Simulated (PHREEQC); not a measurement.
Synthetic water in mg/kgw, 55 °C, pH 6.49, pe 11.8: Na 5.08; K 0.023; Ca 2.77; Mg 0.000827; Cl 3.09; S(6) as SO4 3.27; Alkalinity as HCO3 12.4; N(5) as NO3 0.00339.

Valence states are taken as typed.

The numbers come from PHREEQC with the ion-association model, wateq4f.dat.

* **ionic strength**: 0.000460 mol/kgw
* **charge-balance error**: 0.2 %

```tsv
species	molality	activity	log γ
Na+	0.000221	0.000215	-0.011
HCO3-	0.000203	0.000198	-0.011
O2	0.000130	0.000130	0.000
CO2	0.000124	0.000124	0.000
Cl-	8.72e-5	8.49e-5	-0.011
Ca+2	6.84e-5	6.17e-5	-0.045
SO4-2	3.35e-5	3.02e-5	-0.045
K+	5.88e-7	5.73e-7	-0.011
CaSO4	4.80e-7	4.80e-7	0.000
H+	3.32e-7	3.24e-7	-0.011
OH-	2.24e-7	2.18e-7	-0.011
```

This is a speciation only: nothing precipitates in the calculation. Complexes and solids missing from the database can't appear. Away from 25 °C the constants follow the database's enthalpies or fits; those with neither stay at their 25 °C values.
